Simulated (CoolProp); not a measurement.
The fluid at 298.15 K and 7.32 MPa is throttled through a valve to 0.725 MPa with no heat exchange. The same conditions are run with several fluids, on thermodynamics alone (safety and materials aside).

Computed with CoolProp (reference Helmholtz-energy equation of state of each fluid (ethane: Bücker 2006; C3F8 (R218): Lemmon 2006; R1233zd(E): Akasaka 2022; sulfur hexafluoride: Guder 2009; R143a: Lemmon and Jacobsen 2000)).

```csv
fluid,temperature change (K),final phase,final density (kg/m³)
ethane,-67.1,"two-phase, vapour fraction 0.500",25.6
C3F8 (R218),-6.5,"two-phase, vapour fraction 0.087",526
R1233zd(E),+2.0,liquid,1260
sulfur hexafluoride,-43.4,"two-phase, vapour fraction 0.447",127
R143a,-19.9,"two-phase, vapour fraction 0.165",167
```
